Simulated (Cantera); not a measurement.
A Cantera script and its output.

```python
import numpy as np
import cantera as ct

gas = ct.Solution("gri30.yaml")
gas.TPX = 1050, 23000, {'H2': 0.33, 'O2': 1, 'N2': 5.1}
reactor = ct.IdealGasConstPressureReactor(gas, energy="off", clone=False)
net = ct.ReactorNet([reactor])
net.rtol, net.atol = 1e-08, 1e-18
show = ['H2', 'O2', 'OH', 'H2O2', 'NO2', 'H2O', 'NO']
times = np.geomspace(0.0006, 10, 10)

steps = ct.SolutionArray(gas, extra=["t"])
rows = []
print(f"{'t/s':>10s}{'T/K':>9s}{'P/Pa':>11s}" + "".join(f"{s:>11s}" for s in show))
for t in times:
    while net.time < t:
        t_next = net.step()
        steps.append(gas.state, t=t_next)
    rows.append([np.interp(t, steps.t, y) for y in (steps.T, steps.P, *steps(*show).X.T)])
    print(f"{t:10.3e}{rows[-1][0]:9.1f}{rows[-1][1]:11.4g}" + "".join(f"{x:11.3e}" for x in rows[-1][2:]))
rate = np.gradient(steps.T, steps.t)
print("integrator steps:", len(steps.t))
if steps.T.max() > steps.T[0] + 200:
    print(f"time of steepest temperature rise: {steps.t[rate.argmax()]:.4e} s")
gas.TPX = 1050, 23000, {'H2': 0.33, 'O2': 1, 'N2': 5.1}
gas.equilibrate("TP")
print(f"equilibrium (TP): T = {gas.T:.1f} K  " + "  ".join(f"{s} {gas[s].X[0]:.3e}" for s in show))
```

Output:

```
       t/s      T/K       P/Pa         H2         O2         OH       H2O2        NO2        H2O         NO
 6.000e-04   1050.0    2.3e+04  5.048e-02  1.551e-01  7.629e-05  9.107e-08  3.323e-14  6.219e-04  3.627e-11
 1.767e-03   1050.0    2.3e+04  9.254e-04  1.333e-01  3.859e-04  1.526e-06  8.763e-10  5.135e-02  5.574e-07
 5.204e-03   1050.0    2.3e+04  1.298e-04  1.333e-01  7.666e-05  6.171e-07  7.989e-09  5.249e-02  5.530e-07
 1.533e-02   1050.0    2.3e+04  2.211e-05  1.333e-01  3.009e-05  2.180e-07  1.806e-08  5.263e-02  5.430e-07
 4.514e-02   1050.0    2.3e+04  2.643e-06  1.333e-01  1.311e-05  6.326e-08  2.200e-08  5.266e-02  5.391e-07
 1.329e-01   1050.0    2.3e+04  2.044e-07  1.333e-01  5.932e-06  1.658e-08  1.773e-08  5.267e-02  5.433e-07
 3.915e-01   1050.0    2.3e+04  1.668e-08  1.333e-01  2.940e-06  4.636e-09  1.109e-08  5.267e-02  5.500e-07
 1.153e+00   1050.0    2.3e+04  3.444e-09  1.333e-01  1.585e-06  1.447e-09  6.143e-09  5.267e-02  5.549e-07
 3.396e+00   1050.0    2.3e+04  1.012e-09  1.333e-01  8.937e-07  4.804e-10  3.707e-09  5.267e-02  5.574e-07
 1.000e+01   1050.0    2.3e+04  3.377e-10  1.333e-01  5.217e-07  1.682e-10  3.536e-09  5.267e-02  5.575e-07
integrator steps: 1502
equilibrium (TP): T = 1050.0 K  H2 1.095e-10  O2 1.333e-01  OH 2.736e-07  H2O2 4.780e-11  NO2 6.323e-07  H2O 5.267e-02  NO 4.300e-05
```

Computed with Cantera and GRI-Mech 3.0 (53 species, 325 reactions). The temperature is held fixed by assumption; the heat of reaction is taken as removed at once.
